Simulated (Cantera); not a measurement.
# Reactions in the system B-N-O

Standard-state values (1 bar) from the NASA 1993 polynomials, evaluated with Cantera. Values are per mole of reaction as written; species without (g) are pure solids or liquids, kept so even where they would boil at 1 bar.

2 NO(g) + 2 BN = B₂O₂(g) + 2 N₂(g)

```
T (K)  ΔH° (kJ)  ΔS° (J/K)  ΔG° (kJ)  log10 K
-----  --------  ---------  --------  -------
1375     -144.1      170.7    -378.8    14.39
1450     -145.3      169.9    -391.6    14.11
1525     -146.5      169.1    -404.3    13.85
1600     -147.7      168.3    -417.0    13.61
1675     -149.0      167.5    -429.6    13.40
1750     -150.2      166.8    -442.1    13.20
1825     -151.5      166.1    -454.6    13.01
1900     -152.7      165.4    -467.0    12.84
1975     -153.9      164.8    -479.4    12.68
2050     -155.2      164.2    -491.7    12.53
2125     -156.4      163.6    -504.0    12.39
```
